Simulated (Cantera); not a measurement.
Feed: 1 mol Si3N4, 4.9 mol H2O, 7.2 mol H2, at 1875 K and 0.100 bar.

Cantera equilibrium calculation (NASA polynomials, part measured and part estimated; ideal gas, pure solids and liquids). Candidate condensed phases: H2O, Si, SiO2, Si2N2O, Si3N4; 35 gas species. The tables hold silica as quartz up to 1696 K and as liquid above; real silica turns to tridymite and cristobalite and melts near 1996 K. Equilibrium is a limit: real reactors are often held back by kinetics, nucleation or transport.

Base state: H2 0.793, N2 0.131, SiO 0.0732, H 0.00185, H2O 0.000965 (mole fractions); condensed: SiO2(condensed).

Q: What changes in the equilibrium state with this change: temperature from 1875 K to 1350 K?

A: 
| species | before | after |
|---|---|---|
| H2 | 0.793 | 0.881 |
| N2 | 0.131 | 0.119 |
| H2O | 0.000965 | 0.000109 |
| SiO | 0.0732 | 1.11e-6 |
| H | 0.00185 | 7.07e-6 |
| SiO2(condensed), mol | 1.89 | 0 |
| SiO2(β-quartz), mol | 0 | 2.27 |
| Si2N2O(s), mol | 0 | 0.367 |
Mutual solubility and eutectic melting of coexisting phases are not modelled.

Q: What changes in the equilibrium state with this change: H2O from 4.9 to 0.003 mol?

A: 
| species | before | after |
|---|---|---|
| H2 | 0.793 | 0.781 |
| N2 | 0.131 | 0.217 |
| H | 0.00185 | 0.00183 |
| SiO | 0.0732 | 0.000326 |
| H2O | 0.000965 | 2.48e-8 |
| Si | 5.33e-7 | 9.06e-5 |
| SiO2(condensed), mol | 1.89 | 0 |
| Si(l), mol | 0 | 3.00 |
Gases not in the tables: Si2H6 and higher silanes.

Q: What changes in the equilibrium state with this change: pressure from 0.100 bar to 1 atm?

A: 
```json
[
 {"species": "H2", "before": "0.793", "after": "0.865"},
 {"species": "N2", "before": "0.131", "after": "0.121"},
 {"species": "SiO", "before": "0.0732", "after": "0.0128"},
 {"species": "H", "before": "0.00185", "after": "0.000606"},
 {"species": "H2O", "before": "0.000965", "after": "0.000597"},
 {"species": "SiO2(condensed), mol", "before": "1.89", "after": "2.20"},
 {"species": "Si2N2O(s), mol", "before": "0", "after": "0.310"}
]
```
Mutual solubility and eutectic melting of coexisting phases are not modelled.
